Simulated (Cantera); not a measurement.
What does this Cantera script print?

```python
import numpy as np
import cantera as ct

gas_names = """
    C CH CH2 CH3 CH2OH CH3O CH4 CH3OH CN CO CO2 COOH C2 C2H CHCO,ketyl C2H2,acetylene C2H2,vinylidene
    CH2CO,ketene C2H3,vinyl CH3CN CH3CO,acetyl C2H4 C2H4O,ethylen CH3CHO,ethanal CH3COOH (HCOOH)2 C2H5
    C2H6 CH3OCH3 C2H5OH CCN CNC C2N2 C2O C3 C3H3,propargyl C3H4,allene C3H4,propyne C3H4,cyclo-
    C3H5,allyl C3H6,propylene C3H6,cyclo- C3H6O C3H7,n-propyl C3H7,i-propyl C3H8 C3H8O,1propanol
    C3H8O,2propanol C3O2 C4 C4H2 C4H4,1,3-cyclo- C4H6,butadiene C4H6,2-butyne C4H6,cyclo- C4H8,1-butene
    C4H8,cis2-buten C4H8,tr2-butene C4H8,isobutene C4H8,cyclo- (CH3COOH)2 C4H9,n-butyl C4H9,i-butyl
    C4H9,s-butyl C4H9,t-butyl C4H10,isobutane C4H10,n-butane C4N2 C5 C5H6,1,3cyclo- C5H8,cyclo-
    C5H10,1-pentene C5H10,cyclo- C5H11,pentyl C5H11,t-pentyl C5H12,n-pentane C5H12,i-pentane
    CH3C(CH3)2CH3 C6H2 C6H5,phenyl C6H5O,phenoxy C6H6 C6H5OH,phenol C6H10,cyclo- C6H12,1-hexene
    C6H12,cyclo- C6H13,n-hexyl C7H7,benzyl C7H8 C7H8O,cresol C7H14,1-heptene C7H15,n-heptyl
    C7H16,n-heptane C8H8,styrene C8H10,ethylbenz C8H16,1-octene C8H17,n-octyl C8H18,isooctane
    C8H18,n-octane C9H19,n-nonyl C10H8,naphthale C10H21,n-decyl C12H9,o-bipheny C12H10,bipheny H HCN HCO
    HCCN HNC HNCO HNO HNO2 HNO3 HO2 H2 HCHO,formaldehy HCOOH H2O H2O2 N NCO NH NH2 NH3 NH2OH NO NO2 NO3
    N2 N2H2 N2H4 N2O O OH O2 O3
""".split()
cond_names = """
    C(gr) C6H6(L) C7H8(L) C8H18(L),n-octa H2O(s) H2O(L)
""".split()


def load(file, names, dense=False):
    # The tables refer to 1 bar. Condensed volumes are neglected.
    table = {s.name: s for s in ct.Species.list_from_file(file)}
    out = []
    for n in names:
        d = dict(table[n].input_data)
        d["thermo"] = dict(d["thermo"], **{"reference-pressure": 1e5})
        if dense:
            d["equation-of-state"] = {"model": "constant-volume", "density": "1e6 g/cm^3"}
        out.append(ct.Species.from_dict(d))
    return out


gas = ct.Solution(thermo="ideal-gas", species=load("nasa_gas.yaml", gas_names))
cond = {s.name: ct.Solution(thermo="fixed-stoichiometry", species=[s], name=s.name)
        for s in load("nasa_condensed.yaml", cond_names, dense=True)}
atoms = {
    'CO2': {'C': 1, 'O': 2},
    'H2': {'H': 2},
    'N2': {'N': 2},
}
top_T = {'C(gr)': 4500}  # K; cautious upper limits of use, not melting points


def equilibrate(T, P, feed):
    n = {}
    for name, mol in feed.items():
        for a, k in atoms[name].items():
            n[a] = n.get(a, 0.0) + k * mol
    gas.TPX = T, P, n
    mass = sum(n.values()) * gas.mean_molecular_weight
    gas.equilibrate("TP")
    valid = [c for c in cond.values() if c.min_temp <= T <= top_T.get(c.name, c.max_temp)]
    mix = ct.Mixture([(gas, mass / gas.mean_molecular_weight)] + [(c, 0.0) for c in valid])
    mix.T, mix.P = T, P
    mix.equilibrate("TP", solver="vcs", rtol=1e-11, max_steps=5000)
    return mix


results = []
T = 2573.15  # K
P = 240000  # Pa
for m in [0.15, 0.2, 0.27, 0.36, 0.48, 0.65, 0.87, 1.2, 1.6, 2.1, 2.8, 3.8]:
    feed = {'CO2': 1, 'H2': m, 'N2': 32}  # mol
    mix = equilibrate(T, P, feed)
    results.append((T, P, feed, dict(zip(mix.species_names, mix.species_moles))))

top = {s: max(r[3][s] / sum(r[3][g] for g in gas_names) for r in results) for s in gas_names}
cols = sorted((s for s in top if top[s] > 1e-06), key=lambda s: -top[s])[:6]
seen = [c for c in cond_names if any(r[3].get(c, 0) > 1e-12 for r in results)]
print("log10 of partial pressures in bar; condensed amounts in mol")
print(f"{'n(H2)':>10s}" + "".join(f"{s[:9]:>10s}" for s in cols + seen))
for T, P, feed, n in results:
    ng = sum(n[g] for g in gas_names)
    print(f"{feed['H2']:10.4g}" + "".join(f"{np.log10(max(n[s] / ng * P / 1e5, 1e-99)):10.3f}" for s in cols)
          + "".join(f"{n.get(c, 0):10.4g}" for c in seen))
```

It prints:

```
log10 of partial pressures in bar; condensed amounts in mol
     n(H2)        N2        H2        CO       H2O       CO2         H
      0.15     0.362    -3.029    -1.520    -2.081    -1.379    -2.978
       0.2     0.362    -2.867    -1.503    -1.950    -1.392    -2.898
      0.27     0.361    -2.690    -1.480    -1.816    -1.412    -2.809
      0.36     0.360    -2.506    -1.450    -1.692    -1.442    -2.717
      0.48     0.359    -2.303    -1.410    -1.574    -1.487    -2.615
      0.65     0.357    -2.065    -1.360    -1.461    -1.562    -2.496
      0.87     0.354    -1.815    -1.308    -1.369    -1.668    -2.371
       1.2     0.350    -1.534    -1.259    -1.295    -1.826    -2.231
       1.6     0.345    -1.300    -1.229    -1.254    -1.989    -2.114
       2.1     0.339    -1.103    -1.214    -1.231    -2.149    -2.015
       2.8     0.330    -0.919    -1.208    -1.221    -2.315    -1.924
       3.8     0.318    -0.747    -1.209    -1.220    -2.488    -1.838
```

Equilibrium computed with Cantera from the NASA thermochemical tables; the gas is ideal and each condensed phase is pure.
